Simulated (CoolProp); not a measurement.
Vapour-liquid equilibrium of R152A (1) + R113 (2) at 319.7 K; x and y are mole fractions of (1).

The numbers come from the multi-fluid Helmholtz-energy mixture model, Outcalt 1996 and Marx 1992; pair parameters Bell 2016 in CoolProp.

### Question
Give the bubble pressure and the first vapour's composition at x = 0.125, 0.725, 0.8. Is there an azeotrope?

### Answer
x = 0.125: 0.3017 MPa, y = 0.689; x = 0.725: 0.8566 MPa, y = 0.935; x = 0.8: 0.9107 MPa, y = 0.949. No azeotrope shows between x = 0.05 and 0.95.

Pair parameters are fitted to limited data, so mixtures are less certain than the pure fluids.
